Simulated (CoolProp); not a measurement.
n-undecane at several states: Z from the reference equation and from simpler models built on Tc = 365.7 °C, pc = 1.990 MPa, ω = 0.539; each cubic takes its own stable root.

The numbers come from the reference Helmholtz-energy equation of state, Aleksandrov 2011 in CoolProp. It is a short technical equation, of lower accuracy than the large ones.

| T (°C) | p (MPa) | phase | reference | van der Waals | Redlich-Kwong | Soave-Redlich-Kwong | Peng-Robinson |
|---|---|---|---|---|---|---|---|
| 91.65 | 6.79 | liquid | 0.5050 | 0.9025 | 0.6253 | 0.5971 | ? |
| 114.05 | 4.22 | liquid | 0.3042 | 0.5465 | ? | 0.3582 | 0.3186 |
| 16.95 | 5.23 | liquid | ? | ? | 0.5719 | ? | ? |
| 341.45 | 0.367 | gas | 0.9127 | 0.9365 | 0.9262 | 0.9232 | 0.9160 |
| 314.25 | 0.0127 | gas | 0.9966 | 0.9977 | 0.9972 | 0.9970 | 0.9968 |
| 274.95 | 0.177 | gas | 0.9359 | 0.9606 | ? | ? | 0.9409 |

Question: Some entries are withheld; supply them.

Answer: 
- 91.65, Peng-Robinson: 0.5321
- 114.05, Redlich-Kwong: 0.3783
- 16.95, reference: 0.4541
- 16.95, van der Waals: 0.8390
- 16.95, Soave-Redlich-Kwong: 0.5518
- 16.95, Peng-Robinson: 0.4926
- 274.95, Redlich-Kwong: 0.9515
- 274.95, Soave-Redlich-Kwong: 0.9448
